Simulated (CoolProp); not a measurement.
Octamethyltrisiloxane (MDM) along the isobar 20.1 bar: fugacity coefficient from the reference equation and from simpler models built on Tc = 292.2 °C, pc = 14.38 bar, ω = 0.528; each cubic takes its own stable root.

The numbers come from the reference Helmholtz-energy equation of state, Thol 2017 in CoolProp.

```
T (°C)          phase  reference
------  -------------  ---------
25.05          liquid  0.0003148
59.65          liquid   0.002208
94.25          liquid   0.009662
128.85         liquid    0.03016
163.45         liquid    0.07337
198.05         liquid     0.1477
232.65         liquid     0.2568
267.25         liquid     0.3960
301.85  supercritical     0.5493
```

### Question
How far does each simpler model (van der Waals, Redlich-Kwong, Soave-Redlich-Kwong, Peng-Robinson) lie from the reference over these 9 states: mean and median of the absolute difference, and the worst?

### Answer
- van der Waals: mean 1982.1 %, median 235.0 %, worst +12565.2 % at 25.05 °C and 20.1 bar
- Redlich-Kwong: mean 278.4 %, median 96.8 %, worst +1262.8 % at 25.05 °C and 20.1 bar
- Soave-Redlich-Kwong: mean 3.4 %, median 2.6 %, worst +10.3 % at 25.05 °C and 20.1 bar
- Peng-Robinson: mean 4.3 %, median 1.4 %, worst +20.3 % at 25.05 °C and 20.1 bar
